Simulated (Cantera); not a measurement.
Input (Python, Cantera) and output of one run.

```python
import numpy as np
import cantera as ct

gas_names = """
    C CO CO2 C2 C2O C3 C3O2 C4 C5 O O2 O3 Ti TiO TiO2
""".split()
cond_names = """
    C(gr) Ti(a) Ti(b) Ti(L) TiC(s) TiC(L) TiO(a) TiO(b) TiO(L) TiO2(ru) TiO2(L) Ti2O3(a) Ti2O3(b)
    Ti2O3(L) Ti3O5(a) Ti3O5(b) Ti3O5(L) Ti4O7(s) Ti4O7(L)
""".split()


# ... load() reads the species with a 1 bar reference pressure and builds the phases ...
atoms = {
    'Ti': {'Ti': 1},
    'CO2': {'C': 1, 'O': 2},
    'CO': {'C': 1, 'O': 1},
}
top_T = {'C(gr)': 4500}  # K; cautious upper limits of use, not melting points


# ... equilibrate(T, P, feed) seeds the gas with the atoms and calls Mixture.equilibrate('TP', solver="vcs", rtol=1e-11, max_steps=5000) ...
results = []
feed = {'Ti': 1, 'CO2': 9.1, 'CO': 2.3}  # mol
T = 650  # K
for P in [10, 120, 1600, 19000, 240000, 3000000]:
    mix = equilibrate(T, P, feed)
    results.append((T, P, feed, dict(zip(mix.species_names, mix.species_moles))))
    x = sorted(zip(gas.X, gas.species_names), reverse=True)
    print(f"T = {T:g} K  P = {P:g} Pa  gas = {mix.phase_moles(0):.4g} mol")
    print("   x: " + "  ".join(f"{s} {v:.3e}" for v, s in x if v > 1e-06))
    print("   condensed (mol): " + ("  ".join(f"{mix.phase(i).name} {mix.phase_moles(i):.4g}"
          for i in range(1, mix.n_phases) if mix.phase_moles(i) > 1e-12) or "none"))
```

It prints:

```
T = 650 K  P = 10 Pa  gas = 11.4 mol
   x: CO2 6.228e-01  CO 3.772e-01
   condensed (mol): TiO2(ru) 1
T = 650 K  P = 120 Pa  gas = 9.918 mol
   x: CO2 8.653e-01  CO 1.347e-01
   condensed (mol): C(gr) 1.482  TiO2(ru) 1
T = 650 K  P = 1600 Pa  gas = 9.433 mol
   x: CO2 9.611e-01  CO 3.887e-02
   condensed (mol): C(gr) 1.967  TiO2(ru) 1
T = 650 K  P = 19000 Pa  gas = 9.303 mol
   x: CO2 9.886e-01  CO 1.144e-02
   condensed (mol): C(gr) 2.097  TiO2(ru) 1
T = 650 K  P = 240000 Pa  gas = 9.265 mol
   x: CO2 9.968e-01  CO 3.232e-03
   condensed (mol): C(gr) 2.135  TiO2(ru) 1
T = 650 K  P = 3e+06 Pa  gas = 9.254 mol
   x: CO2 9.991e-01  CO 9.152e-04
   condensed (mol): C(gr) 2.146  TiO2(ru) 1
```

These are equilibrium values from Cantera (NASA tables, ideal gas, pure condensed phases), not measurements of a reactor.
